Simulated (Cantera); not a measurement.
Charge: 1 mol SiC, 0.49 mol N2O, 120 mol H2, held at 1500 °C and 0.0100 bar.

Cantera equilibrium calculation (NASA polynomials, part measured and part estimated; ideal gas, pure solids and liquids). Candidate condensed phases: C, C6H6, C7H8, C8H18, H2O, Si, SiC, SiO2, Si2N2O, Si3N4; 151 gas species. Kinetics and transport are ignored.

Base state: H2 0.989, N2 0.00403, H 0.00283, CO 0.00205, SiO 0.00200, Si 6.25e-5, HCN 2.46e-5 (mole fractions); condensed: SiC(s).

**Question.** What changes in the equilibrium state with this change: pressure from 0.0100 bar to 1 atm?

**Answer.** 
```tsv
species	before	after
H2	0.989	0.992
N2	0.00403	0.00358
CO	0.00205	0.00220
H	0.00283	0.000282
SiO	0.00200	0.00139
CH4	5.98e-7	7.58e-5
Si	6.25e-5	4.97e-7
HCN	2.46e-5	2.89e-5
SiC(s), mol	0.749	0.721
Si2N2O(s), mol	0	0.0552
```
Mutual solubility and eutectic melting of coexisting phases are not modelled.

**Question.** What changes in the equilibrium state with this change: temperature from 1500 °C to 1102 °C?

**Answer.** 
```
species          before    after
--------------  -------  -------
H2                0.989    0.995
N2              0.00403  0.00272
CO              0.00205  0.00269
H               0.00283  3.42e-5
SiO             0.00200  2.82e-5
Si              6.25e-5    <1e-9
CH4             5.98e-7  1.60e-5
HCN             2.46e-5  6.82e-6
SiC(s), mol       0.749    0.673
Si2N2O(s), mol        0    0.162
```
Mutual solubility and eutectic melting of coexisting phases are not modelled.

**Question.** What changes in the equilibrium state with this change: pressure from 0.0100 bar to 0.000140 bar?

**Answer.** 
```json
[
 {"species": "H2", "before": "0.989", "after": "0.966"},
 {"species": "H", "before": "0.00283", "after": "0.0237"},
 {"species": "N2", "before": "0.00403", "after": "0.00397"},
 {"species": "Si", "before": "6.25e-5", "after": "0.00232"},
 {"species": "Si2C", "before": "5.75e-7", "after": "2.13e-5"},
 {"species": "SiH", "before": "7.68e-6", "after": "3.33e-5"},
 {"species": "SiC(s), mol", "before": "0.749", "after": "0.603"}
]
```
